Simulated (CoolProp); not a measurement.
A closed Brayton cycle with nitrogen: compressor inlet 315.15 K and 5.2 MPa, high pressure 15.6 MPa, turbine inlet 845 K, compressor efficiency 0.89, turbine efficiency 0.9, recuperator effectiveness 0.8 (on enthalpy, no pinch check). Each further row changes one setting.

Computed with CoolProp (reference Helmholtz-energy equation of state, Span 2000).

```json
[
 {"case": "as stated", "thermal efficiency (%)": "30.5", "net work (kJ/kg)": "82.9", "compressor to turbine work": "0.63", "compressor exit (K)": "447.8", "turbine exit (K)": "650.8"},
 {"case": "turbine inlet 795 K", "thermal efficiency (%)": "27.9", "net work (kJ/kg)": "69.6", "compressor to turbine work": "[?]", "compressor exit (K)": "447.8", "turbine exit (K)": "610.5"},
 {"case": "compressor inlet 325.15 K", "thermal efficiency (%)": "[?]", "net work (kJ/kg)": "78.2", "compressor to turbine work": "[?]", "compressor exit (K)": "[?]", "turbine exit (K)": "650.8"},
 {"case": "high pressure 13.3 MPa", "thermal efficiency (%)": "30.7", "net work (kJ/kg)": "77.7", "compressor to turbine work": "[?]", "compressor exit (K)": "425.8", "turbine exit (K)": "676.0"},
 {"case": "recuperator effectiveness 0.5", "thermal efficiency (%)": "24.5", "net work (kJ/kg)": "82.9", "compressor to turbine work": "0.63", "compressor exit (K)": "447.8", "turbine exit (K)": "650.8"}
]
```

Complete the blanks.


- turbine inlet 795 K, compressor to turbine work: 0.67
- compressor inlet 325.15 K, thermal efficiency (%): 29.2
- compressor inlet 325.15 K, compressor to turbine work: 0.65
- compressor inlet 325.15 K, compressor exit (K): 461.8
- high pressure 13.3 MPa, compressor to turbine work: 0.60
